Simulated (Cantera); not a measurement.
Charge: 1 mol Si, 2.9 mol Cl2, 0.31 mol H2, equilibrated at 1523.15 K and 210000 Pa.

These are equilibrium values from Cantera (NASA tables, ideal gas, pure condensed phases), not measurements of a reactor. Candidate condensed phases: Si; 19 gas species. The tables' values for SiCl3 are old estimates; treat these amounts as uncertain. Equilibrium is a limit: real reactors are often held back by kinetics, nucleation or transport.

Base state: SiCl4 0.447, HCl 0.277, Cl2 0.252, Cl 0.0236, SiCl3 2.61e-5 (mole fractions); condensed: gas only.

What changes in the equilibrium state with this change: pressure from 210000 Pa to 3000000 Pa?


```tsv
species	before	after
SiCl4	0.447	0.451
HCl	0.277	0.280
Cl2	0.252	0.263
Cl	0.0236	0.00638
SiCl3	2.61e-5	6.82e-6
```
